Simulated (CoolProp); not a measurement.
Toluene at several states: fugacity coefficient from the reference equation and from simpler models built on Tc = 318.6 °C, pc = 4.126 MPa, ω = 0.266; each cubic takes its own stable root.

Values from CoolProp's reference Helmholtz-energy equation of state, Lemmon 2006. It is a short technical equation, of lower accuracy than the large ones.

```json
[
 {"T (°C)": "121.65", "p (MPa)": "0.204", "phase": "liquid", "reference": "0.6425"},
 {"T (°C)": "302.15", "p (MPa)": "0.0368", "phase": "gas", "reference": "0.9964"},
 {"T (°C)": "-10.95", "p (MPa)": "8.71", "phase": "liquid", "reference": "7.536e-5"},
 {"T (°C)": "177.25", "p (MPa)": "0.983", "phase": "liquid", "reference": "0.4525"},
 {"T (°C)": "233.55", "p (MPa)": "3.55", "phase": "liquid", "reference": "0.3211"},
 {"T (°C)": "278.65", "p (MPa)": "0.0102", "phase": "gas", "reference": "0.9989"}
]
```

Question: How far does each simpler model (van der Waals, Soave-Redlich-Kwong, Peng-Robinson) lie from the reference over these 6 states: mean and median of the absolute difference, and the worst?

Answer: 
- van der Waals: mean 2414.0 %, median 54.0 %, worst +14284.3 % at -10.95 °C and 8.71 MPa
- Soave-Redlich-Kwong: mean 1.7 %, median 1.4 %, worst +4.9 % at 233.55 °C and 3.55 MPa
- Peng-Robinson: mean 2.3 %, median 0.6 %, worst +11.0 % at -10.95 °C and 8.71 MPa

At some of these states van der Waals gives the other phase, because its saturation line lies elsewhere.
